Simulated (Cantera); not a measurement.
Input (Python, Cantera):

```python
import numpy as np
import cantera as ct

gas = ct.Solution("gri30.yaml")
gas.TPX = 575, 100000, {'H2': 1, 'O2': 0.385, 'N2': 1.45}
inlet = ct.Reservoir(gas, clone=True)
gas.equilibrate("HP")  # start burning
reactor = ct.IdealGasConstPressureReactor(gas, energy="on", clone=False)
exhaust = ct.Reservoir(gas, clone=True)
tau = [0.15, 0.059, 0.023, 0.0089, 0.0035, 0.0013, 0.00052, 0.0002, 7.9e-05, 3.1e-05, 1.2e-05][0]
for a, b in ((inlet, reactor), (reactor, exhaust)):
    ct.MassFlowController(a, b, mdot=lambda t: reactor.mass / tau)
net = ct.ReactorNet([reactor])
show = ['H2', 'O2', 'NO', 'OH', 'N2O', 'HO2', 'H']

rows = []
print(f"{'tau/s':>10s}{'T/K':>9s}" + "".join(f"{s:>11s}" for s in show))
for tau in [0.15, 0.059, 0.023, 0.0089, 0.0035, 0.0013, 0.00052, 0.0002, 7.9e-05, 3.1e-05, 1.2e-05]:
    net.initial_time = 0.0
    net.advance(30 * tau)
    before = gas.X
    net.advance(40 * tau)
    drift = np.max(np.abs(gas.X - before) / (gas.X + 1e-9))
    rows.append([gas.T, *gas[show].X, drift])
    print(f"{tau:10.3e}{gas.T:9.1f}" + "".join(f"{x:11.3e}" for x in gas[show].X))
```

Output:

```
     tau/s      T/K         H2         O2         NO         OH        N2O        HO2          H
 1.500e-01   2490.1  9.371e-02  3.909e-04  7.898e-04  5.218e-03  3.808e-08  2.247e-07  7.843e-03
 5.900e-02   2485.0  9.368e-02  4.425e-04  7.591e-04  5.478e-03  3.702e-08  2.540e-07  8.294e-03
 2.300e-02   2473.1  9.362e-02  5.697e-04  6.906e-04  6.072e-03  3.493e-08  3.267e-07  9.350e-03
 8.900e-03   2447.4  9.355e-02  8.691e-04  5.604e-04  7.258e-03  3.177e-08  4.965e-07  1.161e-02
 3.500e-03   2399.4  9.357e-02  1.500e-03  3.814e-04  9.144e-03  2.839e-08  8.395e-07  1.575e-02
 1.300e-03   2313.4  9.383e-02  2.798e-03  2.077e-04  1.166e-02  2.578e-08  1.512e-06  2.313e-02
 5.200e-04   2195.6  9.415e-02  4.786e-03  1.121e-04  1.371e-02  2.529e-08  2.593e-06  3.343e-02
 2.000e-04   2035.3  9.407e-02  7.758e-03  6.664e-05  1.459e-02  2.648e-08  4.531e-06  4.806e-02
 7.900e-05   1851.7  9.359e-02  1.169e-02  4.209e-05  1.362e-02  2.753e-08  7.826e-06  6.542e-02
 3.100e-05   1650.1  9.627e-02  1.798e-02  2.217e-05  1.090e-02  2.693e-08  1.443e-05  8.271e-02
 1.200e-05   1414.4  1.277e-01  3.622e-02  6.721e-06  6.677e-03  2.201e-08  3.562e-05  8.405e-02
```

Model: GRI-Mech 3.0 (53 species, 325 reactions), integrated in Cantera.
